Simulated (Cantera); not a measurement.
An isothermal, constant-pressure homogeneous reactor starts with NO : N₂ = 1 : 11 (molar parts), at 2098 K and 0.780 bar. Integrator tolerance rtol = 1e-08.

Computed with Cantera and GRI-Mech 3.0 (53 species, 325 reactions).

Question: What does this change do: pressure from 0.780 bar to 0.130 bar?

Answer: 
```
quantity                                             before                                      after
----------------  -----------------------------------------  -----------------------------------------
x(NO) at 5.00 s     0.00514 (gas-phase equilibrium 0.00473)     0.0181 (gas-phase equilibrium 0.00471)
x(NO₂) at 5.00 s    2.88e-6 (gas-phase equilibrium 2.65e-6)    3.78e-6 (gas-phase equilibrium 1.08e-6)
x(O) at 5.00 s    0.000308 (gas-phase equilibrium 0.000309)  0.000691 (gas-phase equilibrium 0.000755)
x(N₂) at 5.00 s         0.956 (gas-phase equilibrium 0.956)        0.949 (gas-phase equilibrium 0.956)
x(O₂) at 5.00 s       0.0389 (gas-phase equilibrium 0.0391)      0.0322 (gas-phase equilibrium 0.0389)
x(N₂O) at 5.00 s    2.58e-7 (gas-phase equilibrium 2.57e-7)    2.26e-7 (gas-phase equilibrium 1.05e-7)
```

Question: What does this change do: temperature 2098 to 1625 K?

Answer: 
```
quantity                                             before                                    after
----------------  -----------------------------------------  ---------------------------------------
x(NO) at 5.00 s     0.00514 (gas-phase equilibrium 0.00473)   0.0811 (gas-phase equilibrium 0.00105)
x(NO₂) at 5.00 s    2.88e-6 (gas-phase equilibrium 2.65e-6)  2.43e-5 (gas-phase equilibrium 1.55e-6)
x(O) at 5.00 s    0.000308 (gas-phase equilibrium 0.000309)  9.41e-7 (gas-phase equilibrium 4.50e-6)
x(N₂) at 5.00 s         0.956 (gas-phase equilibrium 0.956)      0.918 (gas-phase equilibrium 0.958)
x(O₂) at 5.00 s       0.0389 (gas-phase equilibrium 0.0391)   0.00110 (gas-phase equilibrium 0.0411)
x(N₂O) at 5.00 s    2.58e-7 (gas-phase equilibrium 2.57e-7)  2.45e-6 (gas-phase equilibrium 6.09e-8)
```
